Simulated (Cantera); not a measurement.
A freely propagating, adiabatic, planar premixed flame of C3H8 : O2 : N2 = 1 : 4.17 : 19.6 (molar parts), equivalence ratio 1.2, unburnt at 400 K and 9.87 atm; mixture-averaged transport, grid criteria slope 0.08 and curve 0.16, no radiation.

Model: GRI-Mech 3.0 (53 species, 325 reactions), integrated in Cantera. GRI-Mech 3.0 was tuned for natural gas; its chemistry of propane as a main component is partial and can be far from experiment. Burning velocities carry a grid error of a few per cent, more on coarse grids.

```tsv
quantity	before	after
laminar burning velocity	19.0 cm/s	25.0 cm/s
thermal thickness	0.0889 mm	0.0787 mm
peak x(CH4)	0.00339	0.00345
peak x(O)	0.000168	0.000226
```

Problem. Name the change that produced these shifts.
(A) inlet temperature 400 to 625 K
(B) inlet temperature 400 to 450 K
(C) N2 19.6 to 25 parts
(D) C3H8 1 to 1.3 parts

Solution. B, inlet temperature 400 to 450 K
